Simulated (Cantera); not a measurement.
A perfectly stirred reactor is fed with 2.44 % H2, 97.6 % O2, at 2670 Pa; it is held at 1025 K, and followed from long to short residence time.

Cantera simulation using the H2/O2 subset of GRI-Mech 3.0, which has no nitrogen chemistry; the numbers are that mechanism's predictions, not measurements. Radical loss at walls, strong at low pressure, is not modelled.

x: mole fraction; the columns are a selection and need not sum to one.

| τ (s) | x H2 | x O2 | x O | x H2O2 | x H |
|---|---|---|---|---|---|
| 0.40 | 0.000332 | 0.974 | 0.000954 | 1.14e-7 | (withheld) |
| 0.20 | 0.000486 | 0.974 | 0.00141 | 1.35e-7 | (withheld) |
| 0.10 | 0.000712 | 0.973 | 0.00203 | 1.61e-7 | (withheld) |
| 0.050 | 0.00105 | 0.972 | 0.00286 | 1.93e-7 | (withheld) |
| 0.025 | 0.00155 | 0.971 | 0.00389 | 2.31e-7 | (withheld) |
| 0.013 | 0.00227 | 0.969 | 0.00499 | 2.74e-7 | (withheld) |
| 0.0062 | 0.00353 | 0.968 | 0.00615 | 3.29e-7 | (withheld) |
| 0.0031 | 0.00542 | 0.967 | 0.00679 | 3.83e-7 | (withheld) |
| 0.0016 | 0.00826 | 0.967 | 0.00659 | 4.24e-7 | (withheld) |
| 0.00078 | 0.0130 | 0.968 | 0.00514 | 4.03e-7 | (withheld) |

Question: Complete the blanks.

Answer: 
- 0.40, x H: 5.86e-5
- 0.20, x H: 0.000114
- 0.10, x H: 0.000217
- 0.050, x H: 0.000405
- 0.025, x H: 0.000727
- 0.013, x H: 0.00120
- 0.0062, x H: 0.00192
- 0.0031, x H: 0.00262
- 0.0016, x H: 0.00296
- 0.00078, x H: 0.00248
